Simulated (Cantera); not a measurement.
## Counterflow diffusion flame

A counterflow diffusion flame at 2.50 bar, nozzles 20 mm apart: fuel side CH4 : H2 : N2 = 1 : 0.089 : 0.31 (molar parts) at 550 K, oxidiser side O2 : N2 = 0.19 : 0.81 (molar parts) at 500 K, fuel mass flux 0.88 times the oxidiser's; mixture-averaged transport, no radiation.

Model: GRI-Mech 3.0 (53 species, 325 reactions), integrated in Cantera. GRI-Mech 3.0 has no aromatics or soot, which form on the fuel side of real flames. The maximum strain rate includes the flame's own expansion and is several times the mean.

```json
[
 {"oxidiser flux (kg/m²/s)": "1.5", "max strain (1/s)": "411", "mean strain (1/s)": "111", "T max (K)": "2080", "peak x OH": "0.00569", "peak x H": "0.00239", "peak x NO": "0.000190", "peak x CO": "0.0366", "peak x C2H2": "0.00860"},
 {"oxidiser flux (kg/m²/s)": "2", "max strain (1/s)": "536", "mean strain (1/s)": "148", "T max (K)": "2066", "peak x OH": "0.00569", "peak x H": "0.00248", "peak x NO": "0.000171", "peak x CO": "0.0364", "peak x C2H2": "0.00778"},
 {"oxidiser flux (kg/m²/s)": "2.7", "max strain (1/s)": "709", "mean strain (1/s)": "200", "T max (K)": "2053", "peak x OH": "0.00568", "peak x H": "0.00258", "peak x NO": "0.000151", "peak x CO": "0.0364", "peak x C2H2": "0.00704"},
 {"oxidiser flux (kg/m²/s)": "3.6", "max strain (1/s)": "931", "mean strain (1/s)": "267", "T max (K)": "2037", "peak x OH": "0.00560", "peak x H": "0.00265", "peak x NO": "0.000129", "peak x CO": "0.0365", "peak x C2H2": "0.00633"},
 {"oxidiser flux (kg/m²/s)": "4.9", "max strain (1/s)": "1250", "mean strain (1/s)": "363", "T max (K)": "2018", "peak x OH": "0.00545", "peak x H": "0.00270", "peak x NO": "0.000104", "peak x CO": "0.0367", "peak x C2H2": "0.00556"},
 {"oxidiser flux (kg/m²/s)": "6.6", "max strain (1/s)": "1670", "mean strain (1/s)": "489", "T max (K)": "1993", "peak x OH": "0.00519", "peak x H": "0.00270", "peak x NO": "7.92e-5", "peak x CO": "0.0371", "peak x C2H2": "0.00475"},
 {"oxidiser flux (kg/m²/s)": "8.8", "max strain (1/s)": "2200", "mean strain (1/s)": "652", "T max (K)": "1960", "peak x OH": "0.00478", "peak x H": "0.00260", "peak x NO": "5.42e-5", "peak x CO": "0.0375", "peak x C2H2": "0.00384"},
 {"oxidiser flux (kg/m²/s)": "12", "max strain (1/s)": "2940", "mean strain (1/s)": "889", "T max (K)": "1901", "peak x OH": "0.00395", "peak x H": "0.00226", "peak x NO": "2.65e-5", "peak x CO": "0.0379", "peak x C2H2": "0.00254"}
]
```
x: mole fraction; the columns are a selection and need not sum to one.
